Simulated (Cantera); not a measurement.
A closed system holds: 1 mol SiH₂Cl₂, 1.1 mol CH₄, 64 mol H₂, at 100000 Pa.

Equilibrium computed with Cantera from the NASA thermochemical tables; the gas is ideal and each condensed phase is pure. Candidate condensed phases: C, C₆H₆, C₇H₈, C₈H₁₈, Si, SiC; 109 gas species. Rates play no part.

At 1402 °C, list the 6 most abundant gas species with their mole fractions, and the condensed phases.

H₂ 0.969, HCl 0.0293, CH₄ 0.00113, H 0.000114, C₂H₂ (acetylene) 5.63e-5, SiCl₂ 4.29e-5. Condensed: C(graphite) + SiC(s).
